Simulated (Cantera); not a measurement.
## Premixed flame

A freely propagating, adiabatic, planar premixed flame of 22.3 % CO, 0.936 % H2, 16.1 % O2, 60.6 % N2, equivalence ratio 0.72, unburnt at 350 K and 6.10 bar; mixture-averaged transport, grid criteria slope 0.08 and curve 0.16, no radiation.

Model: GRI-Mech 3.0 (53 species, 325 reactions), integrated in Cantera. The hydrogen kinetics of GRI-Mech 3.0 are dated; newer H2 mechanisms differ, most at raised pressure. Burning velocities carry a grid error of a few per cent, more on coarse grids.

```json
[
 {"z (mm)": "-0.538", "T (K)": "350", "u (m/s)": "0.186", "x CO": "0.223", "x H2": "0.00917", "x O2": "0.161", "x N2O": "<1e-8", "x CO2": "2.49e-7", "x NO2": "<1e-8"},
 {"z (mm)": "-0.359", "T (K)": "351", "u (m/s)": "0.186", "x CO": "0.223", "x H2": "0.00873", "x O2": "0.161", "x N2O": "<1e-8", "x CO2": "5.60e-6", "x NO2": "<1e-8"},
 {"z (mm)": "-0.269", "T (K)": "354", "u (m/s)": "0.188", "x CO": "0.223", "x H2": "0.00807", "x O2": "0.162", "x N2O": "<1e-8", "x CO2": "5.75e-5", "x NO2": "2.07e-8"},
 {"z (mm)": "-0.179", "T (K)": "382", "u (m/s)": "0.202", "x CO": "0.222", "x H2": "0.00657", "x O2": "0.161", "x N2O": "1.40e-8", "x CO2": "0.000838", "x NO2": "2.50e-7"},
 {"z (mm)": "-0.0897", "T (K)": "653", "u (m/s)": "0.343", "x CO": "0.200", "x H2": "0.00368", "x O2": "0.151", "x N2O": "3.07e-7", "x CO2": "0.0179", "x NO2": "2.98e-6"},
 {"z (mm)": "-0.0448", "T (K)": "1046", "u (m/s)": "0.538", "x CO": "0.161", "x H2": "0.00201", "x O2": "0.131", "x N2O": "1.02e-6", "x CO2": "0.0581", "x NO2": "1.36e-6"},
 {"z (mm)": "0", "T (K)": "1473", "u (m/s)": "0.737", "x CO": "0.106", "x H2": "0.000642", "x O2": "0.102", "x N2O": "2.33e-6", "x CO2": "0.122", "x NO2": "2.60e-7"},
 {"z (mm)": "0.0448", "T (K)": "1741", "u (m/s)": "0.851", "x CO": "0.0651", "x H2": "0.000268", "x O2": "0.0802", "x N2O": "3.28e-6", "x CO2": "0.172", "x NO2": "2.65e-7"},
 {"z (mm)": "0.0897", "T (K)": "1888", "u (m/s)": "0.912", "x CO": "0.0439", "x H2": "0.000232", "x O2": "0.0700", "x N2O": "3.52e-6", "x CO2": "0.198", "x NO2": "3.12e-7"},
 {"z (mm)": "0.179", "T (K)": "2024", "u (m/s)": "0.967", "x CO": "0.0268", "x H2": "0.000177", "x O2": "0.0624", "x N2O": "3.51e-6", "x CO2": "0.219", "x NO2": "4.23e-7"},
 {"z (mm)": "0.359", "T (K)": "2120", "u (m/s)": "1.01", "x CO": "0.0152", "x H2": "0.000104", "x O2": "0.0576", "x N2O": "2.94e-6", "x CO2": "0.233", "x NO2": "5.38e-7"},
 {"z (mm)": "0.718", "T (K)": "2177", "u (m/s)": "1.03", "x CO": "0.00793", "x H2": "5.51e-5", "x O2": "0.0546", "x N2O": "1.83e-6", "x CO2": "0.242", "x NO2": "5.24e-7"},
 {"z (mm)": "1.44", "T (K)": "2205", "u (m/s)": "1.04", "x CO": "0.00430", "x H2": "3.08e-5", "x O2": "0.0531", "x N2O": "1.06e-6", "x CO2": "0.246", "x NO2": "4.48e-7"}
]
```
x: mole fraction of selected species; z is measured from the peak of heat release.

The laminar burning velocity comes out as 18.6 cm/s and the thermal thickness is 0.179 mm. The grid points comes out as 119.
